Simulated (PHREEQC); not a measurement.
0.016 g of hydrous ferric oxide (600 m²/g; 0.2 weak and 0.005 strong sites per Fe, Dzombak-Morel constants, diffuse double layer) in 1 kg of water with 0.005 mol/kgw of an inert sodium salt and 5.2e-06 mol/kgw Ag2SO4, 9.9e-06 mol/kgw CuSO4 and 6.6e-05 mol/kgw CuCl2, at 25 °C; the pH is set by adding NaOH or the inert anion's acid. Oxygen alone is held at its pressure in air (log pO2 = -0.68). The system is closed to CO2. Nothing may precipitate in this run.

Computed with PHREEQC (ion-association model, wateq4f.dat).

```csv
pH,S sorbed (%),Ag sorbed (%),Cu sorbed (%),surface charge σ (C/m²),surface potential ψ (mV)
4,80.6,0.0,0.2,0.070,144
4.75,63.4,0.0,1.8,0.052,129
5.12,52.6,0.0,4.6,0.046,122
5.88,42.0,0.0,19.7,0.044,121
6.25,41.6,0.0,24.8,0.049,126
7,27.9,0.0,27.2,0.049,126
7.75,4.3,0.2,23.7,0.029,100
8.12,1.0,0.4,22.7,0.019,80
8.88,0.0,2.4,21.7,0.006,36
9.25,0.0,5.1,21.2,0.002,15
10,0.0,18.3,19.9,-0.005,-29
```

Along this series the solution becomes supersaturated in solids that the run did not let form, among them Cu(OH)2, Brochantite, Antlerite, Atacamite, Cerargyrite. The database's constant for dissolved Cu(OH)2 is higher than later reviews accept.
